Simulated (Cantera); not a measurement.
What does this Cantera script print?

```python
import numpy as np
import cantera as ct

gas = ct.Solution("gri30.yaml", transport_model="mixture-averaged")
show = ['CO2', 'CH3', 'N2']

rows = []
print(f"{'T/K':>7s}{'rho':>11s}{'cp':>10s}{'mu':>11s}{'lambda':>11s}{'Pr':>7s}" + "".join(f"{'D_' + s:>11s}" for s in show))
for T in [400, 500, 600, 700, 800, 900, 1000, 1100]:
    gas.TPX = T, 1333, {'O2': 0.19, 'N2O': 0.98, 'NO': 0.16}
    Pr = gas.cp_mass * gas.viscosity / gas.thermal_conductivity
    D = [gas.mix_diff_coeffs_mole[gas.species_index(s)] for s in show]
    rows.append([gas.density, gas.cp_mass, gas.viscosity, gas.thermal_conductivity, Pr, *D])
    print(f"{T:7g}{gas.density:11.4e}{gas.cp_mass:10.1f}{gas.viscosity:11.4e}"
          f"{gas.thermal_conductivity:11.4e}{Pr:7.3f}" + "".join(f"{d:11.4e}" for d in D))
print("SI units: kg/m3, J/kg/K, Pa s, W/m/K, m2/s")
```

Output:

```
    T/K        rho        cp         mu     lambda     Pr      D_CO2      D_CH3       D_N2
    400 1.6277e-02     969.5 2.0498e-05 2.7312e-02  0.728 1.5712e-03 2.3609e-03 2.1331e-03
    500 1.3022e-02    1032.2 2.4649e-05 3.4890e-02  0.729 2.3692e-03 3.5197e-03 3.1581e-03
    600 1.0852e-02    1084.8 2.8437e-05 4.2232e-02  0.730 3.2901e-03 4.8488e-03 4.3304e-03
    700 9.3014e-03    1129.5 3.1944e-05 4.9289e-02  0.732 4.3242e-03 6.3355e-03 5.6395e-03
    800 8.1387e-03    1167.4 3.5227e-05 5.6061e-02  0.734 5.4638e-03 7.9701e-03 7.0775e-03
    900 7.2344e-03    1199.4 3.8327e-05 6.2564e-02  0.735 6.7031e-03 9.7449e-03 8.6380e-03
   1000 6.5110e-03    1225.3 4.1274e-05 6.8817e-02  0.735 8.0370e-03 1.1654e-02 1.0316e-02
   1100 5.9191e-03    1244.6 4.4092e-05 7.4844e-02  0.733 9.4617e-03 1.3691e-02 1.2106e-02
SI units: kg/m3, J/kg/K, Pa s, W/m/K, m2/s
```

Model: GRI-Mech 3.0 (53 species, 325 reactions), integrated in Cantera. The composition is frozen, though it would react at the higher temperatures.
